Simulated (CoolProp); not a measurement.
Properties of tetradecamethylhexasiloxane (MD4M) along the isotherm 346.85 °C (Tc = 380.0 °C, pc = 0.8286 MPa, ω = 0.800).

The numbers come from the reference Helmholtz-energy equation of state, Thol 2019 in CoolProp.

| p (MPa) | phase | density (kg/m³) | cp (kJ/(kg K)) | speed of sound (m/s) |
|---|---|---|---|---|
| 0.0262 | gas | 2.370 | 2.087 | 104.8 |
| 0.0538 | gas | 4.951 | 2.091 | 103.0 |
| 0.11 | gas | 10.51 | 2.099 | 99.26 |
| 0.227 | gas | 23.73 | 2.124 | 90.41 |
| 0.466 | gas | 65.02 | 2.268 | 64.59 |
| 0.957 | liquid | 508.3 | 2.420 | 168.5 |
| 1.96 | liquid | 538.1 | 2.349 | 220.9 |
| 4.03 | liquid | 572.7 | 2.304 | 292.0 |
| 8.29 | liquid | 612.7 | 2.277 | 387.8 |
